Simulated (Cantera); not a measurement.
An isothermal, constant-pressure homogeneous reactor starts with 38.5 % NO, 61.5 % N2, at 2175 K and 24.0 Torr.

Cantera simulation using GRI-Mech 3.0 (53 species, 325 reactions); the numbers are that mechanism's predictions, not measurements. Radical loss at walls, strong at low pressure, is not modelled.

x: mole fraction; the columns are a selection and need not sum to one.

```csv
t (s),x NO,x N2O,x O,x O2,x NO2,x N2
7.00e-6,0.385,1.24e-7,1.24e-7,1.76e-11,1.09e-11,0.615
3.32e-5,0.385,5.85e-7,5.89e-7,3.96e-10,2.41e-10,0.615
0.000157,0.385,2.73e-6,2.83e-6,9.00e-9,…,0.615
0.000745,0.385,1.21e-5,1.42e-5,2.10e-7,…,0.615
0.00353,0.384,4.27e-5,8.08e-5,5.52e-6,…,0.615
0.0167,0.384,7.06e-5,0.000473,0.000167,…,0.616
0.0793,0.376,5.83e-5,0.00142,0.00332,…,0.619
0.376,0.325,3.72e-5,0.00252,0.0284,…,0.644
1.78,0.108,3.20e-6,0.00480,0.136,…,0.752
8.44,0.0120,1.17e-7,0.00554,0.183,2.64e-6,0.799
40.0,0.0113,1.13e-7,0.00555,0.183,2.48e-6,0.800
```

Complete the blanks.


- 0.000157, x NO2: 5.13e-9
- 0.000745, x NO2: 8.98e-8
- 0.00353, x NO2: 9.76e-7
- 0.0167, x NO2: 5.95e-6
- 0.0793, x NO2: 1.52e-5
- 0.376, x NO2: 2.82e-5
- 1.78, x NO2: 2.03e-5
